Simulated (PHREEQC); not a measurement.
Model water analysis in mg/L, 20 °C, pH 7.26, pe 8.9:

```tsv
constituent	mg/L
Na	21
K	0.62
Ca	11.8
Mg	2.68
Cl	10.6
S(6) as SO4	21.9
Alkalinity as HCO3	59.3
Sr	0.179
N(5) as NO3	0.0996
O(0) (dissolved oxygen)	0.00944
```

Cl is adjusted to close the charge balance.
Valence states are taken as typed.

Equilibrium calculation in PHREEQC: ion-association model, wateq4f.dat.

Precipitation was switched off in this run.

Question: Order these C species by the share of C that they hold, largest first: HCO3-, CaHCO3+, CO2.

Answer: HCO3- (88 %), CO2 (11 %), CaHCO3+ (0.24 %)

The pH is 7.26 and the ionic strength 0.00232 mol/kgw.
